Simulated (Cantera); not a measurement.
Mixture: CH4 : H2 : O2 : N2 = 1 : 0.13 : 3.23 : 12.1 (molar parts), at 1.00 bar, adiabatic and at constant pressure. Ignition delay is the time to a rise of 400 K.

Computed with Cantera and GRI-Mech 3.0 (53 species, 325 reactions).

**Question.** What does this change do: CH4 1 to 0.52 parts?

**Answer.** 
| quantity | before | after |
|---|---|---|
| delay at 1073 K | 42.6 ms | 14.2 ms |
| delay at 1173 K | 14.1 ms | 5.03 ms |
| delay at 1273 K | 4.71 ms | 1.94 ms |
| delay at 1373 K | 1.71 ms | 0.844 ms |
| apparent activation energy between 1323 and 1423 K | 150 kJ/mol | 120 kJ/mol |
